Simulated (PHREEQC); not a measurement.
Solution (80 °C): 0.00012 mol CaCl2, 0.00044 mol NaHCO3 and 0.00037 mol MgSO4 per kg of water. Closed to the air; pH follows from the charge balance.

Model: ion-association model, phreeqc.dat, run in PHREEQC.

Precipitation was switched off in this run.

What pH does the model give?

pH 7.66.

In which forms is Ca present?

Ca+2 94 %, CaSO4 4.8 %, CaCO3 0.8 %, CaHCO3+ 0.6 % of the Ca.

At this temperature some constants are extrapolated from 25 °C, and those without enthalpy data are left unchanged.
